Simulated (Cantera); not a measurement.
## Premixed flame

A freely propagating, adiabatic, planar premixed flame of H₂ : O₂ : N₂ = 1 : 0.278 : 0.694 (molar parts), unburnt at 300 K and 0.950 bar; mixture-averaged transport, grid criteria slope 0.08 and curve 0.16, no radiation.

Computed with Cantera and the H2/O2 subset of GRI-Mech 3.0, which has no nitrogen chemistry. Burning velocities carry a grid error of a few per cent, more on coarse grids.

```
z (mm)   T (K)  u (m/s)   x H₂      x O₂    x H₂O₂      x H     x HO₂     x OH
-------  -----  -------  -----  --------  --------  -------  --------  -------
-1.00      300     4.30  0.507     0.141     <1e-8    <1e-8     <1e-8    <1e-8
-0.668     300     4.30  0.507     0.141     <1e-8    <1e-8     <1e-8    <1e-8
-0.501     300     4.30  0.507     0.141     <1e-8    <1e-8     <1e-8    <1e-8
-0.334     300     4.30  0.507     0.141     <1e-8    <1e-8   1.64e-8    <1e-8
-0.167     314     4.48  0.504     0.142   5.00e-6  1.42e-6   5.95e-5  9.41e-6
-0.0835    628     8.64  0.468     0.137  0.000135  0.00533  0.000366  0.00144
0         1116     14.8  0.369     0.104   1.32e-5   0.0428  0.000115  0.00208
0.0835    1450     19.1  0.259    0.0415   2.00e-6   0.0874   4.09e-5  0.00531
0.167     1611     21.1  0.214    0.0114   1.17e-6    0.102   1.08e-5  0.00683
0.334     1753     22.8  0.208   0.00222   6.82e-7   0.0942   2.04e-6  0.00795
0.668     1891     24.3  0.218   0.00137   3.81e-7   0.0767   1.21e-6  0.00850
1.34      2029     25.8  0.228  0.000891   2.01e-7   0.0584   7.82e-7  0.00822
2.67      2153     27.1  0.237  0.000500   1.06e-7   0.0418   4.64e-7  0.00711
```
x: mole fraction of selected species; z is measured from the peak of heat release.

laminar burning velocity: 430 cm/s
thermal thickness: 0.334 mm
peak x(H₂O₂): 0.000138
peak x(H): 0.102
peak x(HO₂): 0.000588
peak x(OH): 0.00852
